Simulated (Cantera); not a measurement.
A perfectly stirred reactor is fed with 7.93 % H2, 14.2 % O2, 77.9 % N2, equivalence ratio 0.28, at 11000 Pa; it is held at 848 K, and followed from long to short residence time.

Computed with Cantera and the H2/O2 subset of GRI-Mech 3.0, which has no nitrogen chemistry. Radical loss at walls, strong at low pressure, is not modelled. Below about 950 K walls govern HO2 and H2O2 in real vessels. The temperature is held fixed by assumption; the heat of reaction is taken as removed at once.

Q: Predict: x(H2) at τ = 26.0 s; x(O2) at τ = 26.0 s; x(H2O) at τ = 26.0 s; x(O) at τ = 26.0 s; x(H) at τ = 26.0 s; x(H2) at τ = 0.430 s; x(O2) at τ = 0.430 s; x(H2O) at τ = 0.430 s; x(O) at τ = 0.430 s; x(H) at τ = 0.430 s.

A: 
```
Property                 Value
---------------------  -------
x(H2) at τ = 26.0 s    0.00244
x(O2) at τ = 26.0 s      0.107
x(H2O) at τ = 26.0 s    0.0800
x(O) at τ = 26.0 s     1.60e-6
x(H) at τ = 26.0 s     5.47e-7
x(H2) at τ = 0.430 s   0.00636
x(O2) at τ = 0.430 s     0.109
x(H2O) at τ = 0.430 s   0.0759
x(O) at τ = 0.430 s    3.76e-5
x(H) at τ = 0.430 s    3.14e-5
```
